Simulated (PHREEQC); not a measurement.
Silver or lead bath: speciation

Make-up at 25 °C: 0.051 mol Pb(NO3)2 and 0.00035 mol Zn(NO3)2 per kg of water. Closed to the air; pH follows from the charge balance.

Model: ion-association model, wateq4f.dat, run in PHREEQC.

| Quantity | Value |
|---|---|
| pH | 4.54 |
| ionic strength | 0.123 mol/kgw |

```csv
species,molality,activity,log γ
NO3-,0.0873,0.0643,-0.133
Pb+2,0.0355,0.0125,-0.455
PbNO3+,0.0154,0.0119,-0.114
Zn+2,0.000350,0.000132,-0.423
H+,3.55e-5,2.90e-5,-0.088
Pb2OH+3,2.46e-5,2.34e-6,-1.023
PbOH+,1.09e-5,8.37e-6,-0.114
ZnOH+,6.47e-9,4.98e-9,-0.114
```

Precipitation was switched off in this run. Species that the database lacks are ignored.
